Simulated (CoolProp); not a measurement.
n-hexane along the isotherm 3.45 °C: fugacity coefficient from the reference equation and from simpler models built on Tc = 234.7 °C, pc = 3044 kPa, ω = 0.300; each cubic takes its own stable root.

Model: reference Helmholtz-energy equation of state, Thol 2019, in CoolProp.

| p (kPa) | phase | reference | van der Waals | Soave-Redlich-Kwong | Peng-Robinson |
|---|---|---|---|---|---|
| 14.4 | liquid | 0.4998 | 0.9944 | 0.4884 | 0.5138 |
| 27.4 | liquid | 0.2628 | 0.9893 | 0.2569 | 0.2702 |
| 51.9 | liquid | 0.1390 | 0.9797 | 0.1358 | 0.1429 |
| 98.4 | liquid | 0.07348 | 0.9615 | 0.07184 | 0.07554 |
| 186 | liquid | 0.03906 | 0.7512 | 0.03821 | 0.04015 |
| 354 | liquid | 0.02072 | 0.4010 | 0.02029 | 0.02129 |
| 670 | liquid | 0.01114 | 0.2183 | 0.01093 | 0.01145 |
| 1270 | liquid | 0.006076 | 0.1218 | 0.005984 | 0.006241 |
| 2410 | liquid | 0.003411 | 0.07142 | 0.003383 | 0.003501 |
| 4570 | liquid | 0.002027 | 0.04601 | 0.002037 | 0.002078 |

At some of these states van der Waals gives the other phase, because its saturation line lies elsewhere.
